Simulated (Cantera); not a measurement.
Input: 1 mol Ta(OEt)₅, 6.7 mol H₂O, 76 mol H₂, held at 823.15 K and 0.120 Pa.

Equilibrium computed with Cantera from the NASA thermochemical tables; the gas is ideal and each condensed phase is pure. Candidate condensed phases: C, C₆H₆, C₇H₈, C₈H₁₈, H₂O, Ta, TaC, Ta₂O₅; 113 gas species. The feed counts by its element totals alone. TaC: taken at fixed stoichiometry. Condensed phases not in the tables: Ta₂C. Kinetics and transport are ignored.

Base state: H₂ 0.907, CO 0.0931 (mole fractions); condensed: TaC(s) + Ta₂O₅(s).

Q: What changes in the equilibrium state with this change: pressure from 0.120 Pa to 7.70 mbar?

A: 
```tsv
species	before	after
H₂	0.907	0.907
CO	0.0931	0.0779
H₂O	6.11e-6	0.00717
CH₄	2.01e-7	0.00589
CO₂	2.27e-6	0.00222
TaC(s), mol	0.229	0
Ta₂O₅(s), mol	0.386	0.500
C(graphite), mol	0	1.16
```
